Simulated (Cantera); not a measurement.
Input: 1 mol SO2, 1.5 mol H2O, equilibrated at 2973.15 K and 1.33 mbar.

Equilibrium computed with Cantera from the NASA thermochemical tables; the gas is ideal and each condensed phase is pure. Candidate condensed phases: H2O, H2SO4, S; 19 gas species. The numbers say what is thermodynamically allowed, not how fast it happens.

Base state: O 0.404, H 0.401, S 0.0984, SO 0.0435, O2 0.0204, OH 0.0166, H2 0.0101, SO2 0.00406 (mole fractions); condensed: gas only.

Task: What changes in the equilibrium state with this change: temperature from 2973.15 K to 2450 K?

Result: 
```csv
species,before,after
H2O,0.00129,0.211
SO2,0.00406,0.197
H,0.401,0.170
O,0.404,0.0863
S,0.0984,0.00836
H2,0.0101,0.0959
OH,0.0166,0.0732
O2,0.0204,0.0781
SO,0.0435,0.0799
S2,0.000237,7.45e-5
SH,0.000469,0.000431
```
